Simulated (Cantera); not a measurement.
Input: 1 mol FeS2, 0.65 mol SO3, 9.3 mol H2O, equilibrated at 10.0 Torr.

These are equilibrium values from Cantera (NASA tables, ideal gas, pure condensed phases), not measurements of a reactor. Candidate condensed phases: Fe, FeO, Fe(OH)2, Fe(OH)3, FeS, FeSO4, FeS2, Fe2O3, Fe2(SO4)3, Fe3O4, H2O, H2SO4, S; 22 gas species. Metal and sulfide melt together well below either melting point, which pure phases cannot show. Mutual solubility and eutectic melting of coexisting phases are not modelled. The tables' stoichiometric FeO is somewhat more stable than real wüstite, so its field is too wide. FeO, FeS: taken at fixed stoichiometry. Gases not in the tables: S3 to S7. Equilibrium is a limit: real reactors are often held back by kinetics, nucleation or transport.

Task: Which condensed phases are stable at each of these points (T (K)): 1173, 1223, 1273, 1323, 1373, 1423, 1473, 1523, 1573, 1623, 1673, 1723?

Result: 
```tsv
T (K)	condensed phases	Fe condensed (%)
1173	FeS(s) + Fe3O4(s)	100.0
1223	FeO(s) + FeS(s)	100.0
1273	FeO(s) + FeS(s)	100.0
1323	FeO(s) + FeS(s)	100.0
1373	FeO(s)	100.0
1423	FeO(s)	100.0
1473	FeO(s)	100.0
1523	FeO(s)	100.0
1573	FeO(s)	100.0
1623	FeO(s)	99.9
1673	FeO(l)	99.9
1723	FeO(l)	99.8
```

At 1173 K the condensed part is FeS(s) + Fe3O4(s). From 1223 K to 1323 K the condensed part is FeO(s) + FeS(s). From 1373 K to 1623 K the condensed part is FeO(s). From 1673 K to 1723 K the condensed part is FeO(l).
